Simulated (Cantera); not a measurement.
An isothermal plug-flow reactor at 1125 K and 3750 Torr (inlet), inlet velocity 0.68 m/s, active area per volume 990 1/m; feed 0.474 % CH4, 2.25 % O2, 93.6 % N2, 3.67 % H2O, equivalence ratio 0.42.

Model: Deutschmann's 1995 Pt surface mechanism with GRI-Mech 3.0 gas chemistry, integrated in Cantera. Catalytic surfaces can have several steady states; this one follows from the mechanism file's or the stated starting coverage. Mass transfer to the wall is taken as infinitely fast.

x: gas mole fraction; θ: surface coverage.

```json
[
 {"z (m)": "0.00019", "x CH4": "0.00442", "x O2": "0.0219", "x H2O": "0.0373", "x CO2": "0.000303", "x CO": "4.17e-6", "θ free Pt": "0.333", "θ O*": "0.661", "θ OH*": "0.00618"},
 {"z (m)": "0.00032", "x CH4": "0.00422", "x O2": "0.0215", "x H2O": "0.0378", "x CO2": "0.000503", "x CO": "3.99e-6", "θ free Pt": "0.334", "θ O*": "0.660", "θ OH*": "0.00621"},
 {"z (m)": "0.00053", "x CH4": "0.00390", "x O2": "0.0209", "x H2O": "0.0384", "x CO2": "0.000810", "x CO": "3.71e-6", "θ free Pt": "0.335", "θ O*": "0.658", "θ OH*": "0.00627"},
 {"z (m)": "0.00088", "x CH4": "0.00342", "x O2": "0.0199", "x H2O": "0.0393", "x CO2": "0.00128", "x CO": "3.28e-6", "θ free Pt": "0.338", "θ O*": "0.656", "θ OH*": "0.00636"},
 {"z (m)": "0.0015", "x CH4": "…", "x O2": "0.0185", "x H2O": "0.0407", "x CO2": "…", "x CO": "…", "θ free Pt": "0.342", "θ O*": "0.652", "θ OH*": "0.00649"},
 {"z (m)": "0.0024", "x CH4": "0.00188", "x O2": "0.0169", "x H2O": "0.0423", "x CO2": "0.00276", "x CO": "1.89e-6", "θ free Pt": "0.346", "θ O*": "0.647", "θ OH*": "0.00663"},
 {"z (m)": "0.0041", "x CH4": "…", "x O2": "…", "x H2O": "0.0442", "x CO2": "…", "x CO": "…", "θ free Pt": "0.352", "θ O*": "0.641", "θ OH*": "0.00680"},
 {"z (m)": "0.0068", "x CH4": "0.000279", "x O2": "0.0138", "x H2O": "0.0455", "x CO2": "0.00431", "x CO": "4.86e-7", "θ free Pt": "0.356", "θ O*": "0.637", "θ OH*": "0.00691"},
 {"z (m)": "0.011", "x CH4": "4.08e-5", "x O2": "0.0133", "x H2O": "0.0460", "x CO2": "0.00457", "x CO": "1.63e-7", "θ free Pt": "0.358", "θ O*": "0.635", "θ OH*": "0.00696"},
 {"z (m)": "0.019", "x CH4": "1.03e-6", "x O2": "0.0132", "x H2O": "0.0461", "x CO2": "0.00465", "x CO": "5.11e-8", "θ free Pt": "0.359", "θ O*": "0.634", "θ OH*": "0.00697"}
]
```

Task: What belongs in the gaps?

Result: 
- 0.0015, x CH4: 0.00269
- 0.0015, x CO2: 0.00198
- 0.0015, x CO: 2.62e-6
- 0.0041, x CH4: 0.000921
- 0.0041, x O2: 0.0151
- 0.0041, x CO2: 0.00368
- 0.0041, x CO: 1.05e-6
